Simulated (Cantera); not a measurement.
# Pyrogenic steam for wet oxidation

A perfectly stirred reactor is fed with H2 : O2 : N2 = 0.42 : 1 : 0.59 (molar parts), at 0.230 bar; it is held at 1175 K, and followed from long to short residence time.

Computed with Cantera and GRI-Mech 3.0 (53 species, 325 reactions). The temperature is held fixed by assumption; the heat of reaction is taken as removed at once.

```tsv
τ (s)	x H2	x O2	x NO2	x HO2	x H	x O
8.1	4.69e-5	0.439	4.91e-9	1.99e-6	3.78e-7	1.29e-5
3.2	8.71e-5	0.439	3.71e-9	3.57e-6	9.64e-7	2.45e-5
1.3	0.000159	0.439	2.52e-9	6.16e-6	2.39e-6	4.58e-5
0.50	0.000298	0.439	1.53e-9	1.07e-5	6.25e-6	8.87e-5
0.20	0.000542	0.439	9.24e-10	1.74e-5	1.57e-5	0.000166
0.077	0.000996	0.439	5.94e-10	2.76e-5	4.08e-5	0.000318
0.030	0.00178	0.439	4.59e-10	4.07e-5	0.000105	0.000594
0.012	0.00307	0.438	4.11e-10	5.60e-5	0.000261	0.00107
0.0047	0.00526	0.438	3.82e-10	7.28e-5	0.000659	0.00191
```
x: mole fraction; the columns are a selection and need not sum to one.
